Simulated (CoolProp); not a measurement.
Computed with CoolProp (reference Helmholtz-energy equation of state, Zhou 2016).

Q: For R245ca, give the phase and the Z, expansivity (1/kK) at 0.85 °C and 0.28 MPa; -36.25 °C and 0.235 MPa.

A: 
- 0.85 °C and 0.28 MPa: liquid; Z 0.0114, expansivity 1.65
- -36.25 °C and 0.235 MPa: liquid; Z 0.0104, expansivity 1.49
